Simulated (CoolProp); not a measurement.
A simple Rankine cycle with o-xylene: condensing at 325.15 K, boiler at 0.0655 MPa, turbine inlet 416.8 K, turbine efficiency 0.7, pump efficiency 0.7, no recuperator. Each further row changes one setting.

Values from CoolProp's reference Helmholtz-energy equation of state, Zhou 2012.

| case | thermal efficiency (%) | net work (kJ/kg) | heat in (kJ/kg) | turbine exit temperature (K) | volume ratio over the turbine |
|---|---|---|---|---|---|
| as stated | [?] | 60.0 | 529 | 377.1 | 16.2 |
| turbine inlet 436.8 K | 11.2 | 63.2 | [?] | 397.2 | 16.2 |
| condensing temperature 317.15 K | 12.4 | [?] | 544 | 372.0 | [?] |
| boiler pressure 0.0459 MPa | 10.0 | 53.2 | 531 | [?] | [?] |
| turbine efficiency 0.6 | 9.7 | 51.4 | 529 | 382.6 | 16.5 |

### Question
Fill in the missing entries.

### Answer

- as stated, thermal efficiency (%): 11.3
- turbine inlet 436.8 K, heat in (kJ/kg): 564
- condensing temperature 317.15 K, net work (kJ/kg): 67.6
- condensing temperature 317.15 K, volume ratio over the turbine: 23.8
- boiler pressure 0.0459 MPa, turbine exit temperature (K): 382.3
- boiler pressure 0.0459 MPa, volume ratio over the turbine: 11.4
